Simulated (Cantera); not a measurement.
A perfectly stirred reactor is fed with CO : O2 : H2O : N2 = 0.0015 : 0.034 : 0.00066 : 1 (molar parts), at 4.93 atm; it is held at 1250 K, and followed from long to short residence time.

Detailed kinetics in Cantera: GRI-Mech 3.0 (53 species, 325 reactions).

x: mole fraction; the columns are a selection and need not sum to one.

```json
[
 {"τ (s)": "2.7", "x CO": "3.59e-5", "x O2": "0.0321", "x H2O": "0.000637", "x CO2": "0.00141", "x NO": "2.79e-7"},
 {"τ (s)": "0.92", "x CO": "8.53e-5", "x O2": "0.0322", "x H2O": "0.000637", "x CO2": "0.00136", "x NO": "2.82e-7"},
 {"τ (s)": "0.32", "x CO": "(withheld)", "x O2": "0.0322", "x H2O": "0.000636", "x CO2": "0.00126", "x NO": "(withheld)"},
 {"τ (s)": "0.11", "x CO": "0.000396", "x O2": "0.0323", "x H2O": "0.000636", "x CO2": "0.00105", "x NO": "1.28e-7"},
 {"τ (s)": "0.038", "x CO": "(withheld)", "x O2": "0.0325", "x H2O": "0.000635", "x CO2": "(withheld)", "x NO": "(withheld)"},
 {"τ (s)": "0.013", "x CO": "0.00105", "x O2": "0.0326", "x H2O": "0.000635", "x CO2": "0.000401", "x NO": "1.16e-8"},
 {"τ (s)": "0.0046", "x CO": "0.00128", "x O2": "0.0327", "x H2O": "0.000635", "x CO2": "0.000163", "x NO": "1.75e-9"},
 {"τ (s)": "0.0016", "x CO": "0.00141", "x O2": "0.0328", "x H2O": "0.000635", "x CO2": "4.19e-5", "x NO": "1.22e-10"}
]
```

Problem. Some entries are withheld; supply them.

Solution. 
- 0.32, x CO: 0.000191
- 0.32, x NO: 2.25e-7
- 0.038, x CO: 0.000706
- 0.038, x CO2: 0.000742
- 0.038, x NO: 4.89e-8
